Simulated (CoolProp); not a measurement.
Vapour-liquid equilibrium of R124 (1) + R142b (2) at 225.3 K; x and y are mole fractions of (1).

Values from CoolProp's multi-fluid Helmholtz-energy mixture model, de Vries 1995 and Lemmon 2006; pair parameters Bell 2016.

**Question.** Give the bubble pressure and the first vapour's composition at x = 0.35, 0.5, 0.95. Is there an azeotrope?

**Answer.** x = 0.35: 0.01551 MPa, y = 0.361; x = 0.5: 0.01566 MPa, y = 0.518; x = 0.95: 0.01669 MPa, y = 0.960. No azeotrope shows between x = 0.05 and 0.95.

The pair parameters rest on a limited set of measurements; away from them the model extrapolates.
